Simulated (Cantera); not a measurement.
Input (Python, Cantera) and output of one run.

```python
import numpy as np
import cantera as ct

gas_names = """
    S2 H2 H2S PbS CS2
""".split()
cond_names = """
    Ni(cr) Ni(L) Ni3S4(s) Ba(cr) Ba(L) BaS(s) NiS2(s) NiS2(L) Pb(cr) Pb(L) C(gr) Ca(a) Ca(b) Ca(L)
    CaS(s)
""".split()


# ... load() reads the species with a 1 bar reference pressure and builds the phases ...
species = {s.name: s for s in load("nasa_gas.yaml", gas_names) + load("nasa_condensed.yaml", cond_names)}
# Each term lists the table entries of one substance; the one whose range holds T is used.
reactions = {
    '1.5 Ni + S2(g) = 0.5 Ni3S4':
        [(-1.5, ['Ni(cr)', 'Ni(L)']), (-1, ['S2']), (0.5, ['Ni3S4(s)'])],
    '2 H2(g) + S2(g) = 2 H2S(g)':
        [(-2, ['H2']), (-1, ['S2']), (2, ['H2S'])],
    '2 Ba + S2(g) = 2 BaS':
        [(-2, ['Ba(cr)', 'Ba(L)']), (-1, ['S2']), (2, ['BaS(s)'])],
    'Ni + S2(g) = NiS2':
        [(-1, ['Ni(cr)', 'Ni(L)']), (-1, ['S2']), (1, ['NiS2(s)', 'NiS2(L)'])],
    '2 Pb + S2(g) = 2 PbS(g)':
        [(-2, ['Pb(cr)', 'Pb(L)']), (-1, ['S2']), (2, ['PbS'])],
    'C + S2(g) = CS2(g)':
        [(-1, ['C(gr)']), (-1, ['S2']), (1, ['CS2'])],
    '2 Ca + S2(g) = 2 CaS':
        [(-2, ['Ca(a)', 'Ca(b)', 'Ca(L)']), (-1, ['S2']), (2, ['CaS(s)'])],
}


def pick(names, T):
    return next(species[n] for n in names if species[n].thermo.min_temp <= T <= species[n].thermo.max_temp)


results = []
for label, terms in reactions.items():
    print(label)
    print("     T/K   dH/kJ  dS/(J/K)   dG/kJ   log10 K")
    for T in [300, 375, 400, 425, 450, 475, 500, 525, 550, 575]:
        used = [(nu, pick(names, T)) for nu, names in terms]
        dH = sum(nu * s.thermo.h(T) for nu, s in used) / 1e6
        dS = sum(nu * s.thermo.s(T) for nu, s in used) / 1e3
        dG = dH - T * dS / 1e3
        logK = -dG * 1e6 / (ct.gas_constant * T * np.log(10))
        results.append((label, T, dH, dS, dG, logK, [s.name for _, s in used]))
        print(f"{T:8g} {dH:8.1f} {dS:8.1f} {dG:8.1f} {logK:8.2f}")
```

Output:

```
1.5 Ni + S2(g) = 0.5 Ni3S4
     T/K   dH/kJ  dS/(J/K)   dG/kJ   log10 K
     300   -278.9   -179.8   -225.0    39.18
     375   -278.1   -177.3   -211.6    29.48
     400   -277.8   -176.5   -207.2    27.06
     425   -277.5   -175.7   -202.8    24.92
     450   -277.1   -174.9   -198.4    23.03
     475   -276.7   -174.1   -194.0    21.34
     500   -276.3   -173.3   -189.7    19.82
     525   -275.9   -172.5   -185.4    18.44
     550   -275.5   -171.7   -181.1    17.20
     575   -275.1   -171.0   -176.8    16.06
2 H2(g) + S2(g) = 2 H2S(g)
     T/K   dH/kJ  dS/(J/K)   dG/kJ   log10 K
     300   -169.4    -78.3   -146.0    25.41
     375   -171.1    -83.2   -139.9    19.49
     400   -171.6    -84.5   -137.8    18.00
     425   -172.2    -85.8   -135.7    16.68
     450   -172.7    -87.0   -133.5    15.50
     475   -173.2    -88.1   -131.3    14.44
     500   -173.7    -89.1   -129.1    13.49
     525   -174.1    -90.0   -126.9    12.62
     550   -174.6    -90.9   -124.6    11.83
     575   -175.0    -91.6   -122.3    11.11
2 Ba + S2(g) = 2 BaS
     T/K   dH/kJ  dS/(J/K)   dG/kJ   log10 K
     300  -1055.6   -196.2   -996.7   173.54
     375  -1054.9   -194.0   -982.1   136.80
     400  -1054.6   -193.5   -977.3   127.61
     425  -1054.4   -193.0   -972.4   119.51
     450  -1054.2   -192.5   -967.6   112.31
     475  -1054.0   -192.1   -962.8   105.87
     500  -1053.8   -191.7   -958.0   100.08
     525  -1053.7   -191.3   -953.2    94.84
     550  -1053.5   -191.0   -948.4    90.07
     575  -1053.3   -190.7   -943.7    85.72
Ni + S2(g) = NiS2
     T/K   dH/kJ  dS/(J/K)   dG/kJ   log10 K
     300   -259.8   -186.1   -203.9    35.50
     375   -258.9   -183.6   -190.1    26.47
     400   -258.7   -183.0   -185.5    24.22
     425   -258.4   -182.4   -180.9    22.23
     450   -258.2   -181.8   -176.4    20.47
     475   -257.9   -181.3   -171.8    18.89
     500   -257.7   -180.8   -167.3    17.48
     525   -257.5   -180.4   -162.8    16.19
     550   -257.3   -180.0   -158.3    15.03
     575   -257.1   -179.7   -153.8    13.97
2 Pb + S2(g) = 2 PbS(g)
     T/K   dH/kJ  dS/(J/K)   dG/kJ   log10 K
     300    135.2    144.8     91.7   -15.97
     375    133.9    141.2     81.0   -11.28
     400    133.5    140.1     77.5   -10.12
     425    133.1    139.0     74.0    -9.09
     450    132.6    138.0     70.5    -8.19
     475    132.2    137.0     67.1    -7.38
     500    131.7    136.0     63.7    -6.65
     525    131.2    135.0     60.3    -6.00
     550    130.7    134.1     56.9    -5.41
     575    130.2    133.2     53.6    -4.87
C + S2(g) = CS2(g)
     T/K   dH/kJ  dS/(J/K)   dG/kJ   log10 K
     300    -11.4      4.0    -12.6     2.20
     375    -11.1      4.9    -13.0     1.81
     400    -11.0      5.2    -13.1     1.71
     425    -10.9      5.4    -13.2     1.63
     450    -10.8      5.6    -13.4     1.55
     475    -10.8      5.8    -13.5     1.49
     500    -10.7      6.0    -13.7     1.43
     525    -10.6      6.1    -13.8     1.37
     550    -10.5      6.2    -14.0     1.33
     575    -10.5      6.3    -14.1     1.28
2 Ca + S2(g) = 2 CaS
     T/K   dH/kJ  dS/(J/K)   dG/kJ   log10 K
     300  -1074.8   -200.1  -1014.8   176.69
     375  -1074.0   -197.7   -999.9   139.27
     400  -1073.8   -197.1   -994.9   129.92
     425  -1073.5   -196.5   -990.0   121.68
     450  -1073.3   -195.9   -985.1   114.35
     475  -1073.0   -195.4   -980.2   107.79
     500  -1072.8   -195.0   -975.3   101.89
     525  -1072.6   -194.5   -970.5    96.56
     550  -1072.4   -194.2   -965.6    91.70
     575  -1072.2   -193.9   -960.8    87.28
```

Cantera with NASA thermochemical tables; ideal gases at 1 bar, condensed phases pure. Condensed species are held in their standard states even where they would react or evaporate.
